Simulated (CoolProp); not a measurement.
Vapour pressure (MPa) of nitrous oxide: the reference equation beside estimates from Tc = 309.5 K, pc = 7.245 MPa, ω = 0.161. Clausius-Clapeyron is anchored at 204.3 K with a constant enthalpy of vaporisation of 15.45 kJ/mol.

Computed with CoolProp (reference Helmholtz-energy equation of state, Lemmon 2006). It is a short technical equation, of lower accuracy than the large ones.

```csv
T (K),reference,Lee-Kesler,Clausius-Clapeyron,van der Waals,Redlich-Kwong,Peng-Robinson
195.5,0.1857,0.1854,0.1912,0.8413,0.2494,0.1879
204.3,0.2880,0.2881,0.2880,1.069,0.3780,0.2896
213.2,0.4307,0.4314,0.4210,1.337,0.5521,0.4310
222,0.6190,0.6205,0.5948,1.642,0.7753,0.6177
230.8,0.8630,0.8653,0.8184,1.990,1.057,0.8600
239.6,1.172,1.175,1.100,2.381,1.403,1.167
248.4,1.556,1.558,1.448,2.818,1.822,1.550
257.2,2.024,2.025,1.870,3.303,2.320,2.020
266,2.587,2.586,2.376,3.837,2.903,2.586
```

Absolute difference from the reference over all 9 rows, mean and median: Lee-Kesler 0.1 and 0.2 %, Clausius-Clapeyron 4.8 and 5.2 %, van der Waals 158.5 and 130.6 %, Redlich-Kwong 22.8 and 22.5 %, Peng-Robinson 0.4 and 0.3 %.
